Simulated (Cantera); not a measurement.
Charge: 1 mol CH₃Cl, 0.73 mol H₂, at 752 °C and 1330 Pa.

Equilibrium computed with Cantera from the NASA thermochemical tables; the gas is ideal and each condensed phase is pure. Candidate condensed phases: C, C₆H₆, C₇H₈, C₈H₁₈; 91 gas species. Rates play no part.

Base state: H₂ 0.633, HCl 0.366, CH₄ 0.000393 (mole fractions); condensed: C(graphite).

**Question.** What changes in the equilibrium state with this change: pressure from 1330 Pa to 40000 Pa?

**Answer.** 
```tsv
species	before	after
H₂	0.633	0.618
HCl	0.366	0.370
CH₄	0.000393	0.0112
C(graphite), mol	0.999	0.970
```
